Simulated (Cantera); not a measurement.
Charge: 1 mol B, 3.7 mol O2, 6.3 mol H2, held at 0.133 bar.

Cantera equilibrium calculation (NASA polynomials, part measured and part estimated; ideal gas, pure solids and liquids). Candidate condensed phases: B, B2O3, B3O3H3, H2O; 23 gas species. Equilibrium is a limit: real reactors are often held back by kinetics, nucleation or transport. All values below are at 2125 K.

Base state: H2O 0.789, HBO2 0.139, H2 0.0610, OH 0.00394, B2O3 0.00309, H 0.00246, BO2 0.000838, O2 0.000619 (mole fractions); condensed: gas only.

Question: What changes in the equilibrium state with this change: H2 from 6.3 to 130 mol?

Answer: 
| species | before | after |
|---|---|---|
| H2 | 0.0610 | 0.940 |
| H2O | 0.789 | 0.0425 |
| H | 0.00246 | 0.00964 |
| HBO2 | 0.139 | 0.00611 |
| O2 | 0.000619 | 7.56e-9 |
| O | 0.000113 | 3.93e-7 |
| BO2 | 0.000838 | 9.37e-6 |
